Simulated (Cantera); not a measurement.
A Cantera script and what it prints.

```python
import numpy as np
import cantera as ct

gas_names = """
    LiCL NO N2O CL2
""".split()
cond_names = """
    Li2O(s) Li2O(L)
""".split()


# ... load() reads the species with a 1 bar reference pressure and builds the phases ...
species = {s.name: s for s in load("nasa_gas.yaml", gas_names) + load("nasa_condensed.yaml", cond_names)}
# Each term lists the table entries of one substance; the one whose range holds T is used.
reactions = {
    '2 LiCl(g) + 2 NO(g) = N2O(g) + Li2O + Cl2(g)':
        [(-2, ['LiCL']), (-2, ['NO']), (1, ['N2O']), (1, ['Li2O(s)', 'Li2O(L)']), (1, ['CL2'])],
}


def pick(names, T):
    return next(species[n] for n in names if species[n].thermo.min_temp <= T <= species[n].thermo.max_temp)


results = []
for label, terms in reactions.items():
    print(label)
    print("     T/K   dH/kJ  dS/(J/K)   dG/kJ   log10 K")
    for T in [300, 500, 575, 650, 725, 800]:
        used = [(nu, pick(names, T)) for nu, names in terms]
        dH = sum(nu * s.thermo.h(T) for nu, s in used) / 1e6
        dS = sum(nu * s.thermo.s(T) for nu, s in used) / 1e3
        dG = dH - T * dS / 1e3
        logK = -dG * 1e6 / (ct.gas_constant * T * np.log(10))
        results.append((label, T, dH, dS, dG, logK, [s.name for _, s in used]))
        print(f"{T:8g} {dH:8.1f} {dS:8.1f} {dG:8.1f} {logK:8.2f}")
```

It prints:

```
2 LiCl(g) + 2 NO(g) = N2O(g) + Li2O + Cl2(g)
     T/K   dH/kJ  dS/(J/K)   dG/kJ   log10 K
     300   -308.2   -366.3   -198.3    34.53
     500   -305.9   -360.8   -125.5    13.11
     575   -304.3   -357.9    -98.5     8.95
     650   -302.5   -354.9    -71.8     5.77
     725   -300.5   -352.0    -45.3     3.26
     800   -298.3   -349.1    -19.0     1.24
```

Cantera with NASA thermochemical tables; ideal gases at 1 bar, condensed phases pure. Condensed species are held in their standard states even where they would react or evaporate.
